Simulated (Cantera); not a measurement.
A closed system holds: 1 mol SiF4, 0.0062 mol C2H4, 720 mol H2, equilibrated at 950 °C and 120 Torr.

These are equilibrium values from Cantera (NASA tables, ideal gas, pure condensed phases), not measurements of a reactor. Candidate condensed phases: C, C6H6, C7H8, C8H18, Si, SiC; 113 gas species. The tables' values for SiF3 are old estimates; treat these amounts as uncertain. Equilibrium is a limit: real reactors are often held back by kinetics, nucleation or transport.

Base state: H2 0.998, SiF4 0.00114, HF 0.000259, SiHF3 0.000188, SiF3 3.78e-5, CH4 1.72e-5, SiH2F2 1.50e-5 (mole fractions); condensed: gas only.

**Question.** What changes in the equilibrium state with this change: temperature from 950 °C to 2252 °C?

**Answer.** 
```json
[
 {"species": "H2", "before": "0.998", "after": "0.926"},
 {"species": "H", "before": "7.53e-7", "after": "0.0674"},
 {"species": "HF", "before": "0.000259", "after": "0.00525"},
 {"species": "Si", "before": "<1e-9", "after": "0.00111"},
 {"species": "SiF4", "before": "0.00114", "after": "<1e-9"},
 {"species": "SiH", "before": "<1e-9", "after": "0.000109"},
 {"species": "SiF", "before": "<1e-9", "after": "5.96e-5"},
 {"species": "SiHF3", "before": "0.000188", "after": "3.42e-9"},
 {"species": "SiH2", "before": "<1e-9", "after": "3.23e-5"}
]
```
The tables' values for SiF, SiF2 are old estimates; treat these amounts as uncertain. Gases not in the tables: Si2H6 and higher silanes.
